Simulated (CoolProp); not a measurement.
Vapour-liquid equilibrium of dimethyl ether (1) + n-pentane (2) at 365.7 K; x and y are mole fractions of (1).

Model: multi-fluid Helmholtz-energy mixture model, Wu 2011 and Thol 2019; pair parameters Bell 2016, in CoolProp.

```
x     bubble pressure (kPa)  y at the bubble point  dew pressure at overall composition x (kPa)  liquid density (mol/L)
----  ---------------------  ---------------------  -------------------------------------------  ----------------------
0.05                  570.1                  0.151                                          [?]                   7.734
0.2                   880.2                  0.509                                        598.4                   8.213
0.35                   1280                    [?]                                        706.8                   8.702
0.5                    1682                  0.809                                        867.8                   9.204
0.65                   2044                  0.871                                         1132                   9.734
0.8                    2379                    [?]                                         1639                     [?]
0.95                   2731                  0.977                                         2565                     [?]
```

Task: Complete the blanks.

Result: 
- 0.05, dew pressure at overall composition x (kPa): 520.8
- 0.35, y at the bubble point: 0.706
- 0.8, y at the bubble point: 0.922
- 0.8, liquid density (mol/L): 10.32
- 0.95, liquid density (mol/L): 11.05

No azeotrope shows between x = 0.05 and 0.95.

Pair parameters are fitted to limited data, so mixtures are less certain than the pure fluids. The gap from Raoult's law changes sign with composition, which may be real or a fault of the pair parameters; it wasn't checked against measurements.
